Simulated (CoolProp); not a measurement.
Vapour-liquid equilibrium of ethylene (1) + propane (2) at 0.0227 MPa; x and y are mole fractions of (1).

Values from CoolProp's multi-fluid Helmholtz-energy mixture model, Smukala 2000 and Lemmon 2009; pair parameters Bell 2016.

| x | bubble temperature, mixture model (°C) | bubble temperature, Raoult's law (°C) | y, mixture model | y, Raoult's law |
|---|---|---|---|---|
| 0.05 | … | -84.7 | … | 0.605 |
| 0.125 | -98.8 | -96.3 | 0.875 | 0.848 |
| 0.2 | -105.8 | -103.2 | … | 0.923 |
| 0.275 | … | -107.9 | 0.963 | 0.955 |
| 0.35 | -113.6 | -111.4 | 0.976 | 0.971 |
| 0.425 | -116.0 | -114.2 | 0.983 | 0.981 |
| 0.5 | -117.9 | -116.5 | 0.988 | 0.987 |
| 0.575 | … | -118.4 | 0.991 | 0.991 |
| 0.65 | … | -120.0 | 0.993 | 0.994 |
| 0.725 | … | -121.4 | 0.995 | 0.996 |
| 0.8 | -123.0 | -122.7 | 0.997 | 0.997 |
| 0.875 | … | -123.9 | 0.998 | 0.999 |
| 0.95 | -124.9 | -124.9 | 0.999 | 0.999 |

### Question
Fill in the missing entries.

### Answer

- 0.05, bubble temperature, mixture model (°C): -86.3
- 0.05, y, mixture model: 0.644
- 0.2, y, mixture model: 0.938
- 0.275, bubble temperature, mixture model (°C): -110.4
- 0.575, bubble temperature, mixture model (°C): -119.5
- 0.65, bubble temperature, mixture model (°C): -120.8
- 0.725, bubble temperature, mixture model (°C): -122.0
- 0.875, bubble temperature, mixture model (°C): -124.0

The largest gap from Raoult's law is -2.6 K in bubble temperature, at x = 0.2. No azeotrope shows between x = 0.05 and 0.95.

The pair parameters rest on a limited set of measurements; away from them the model extrapolates.
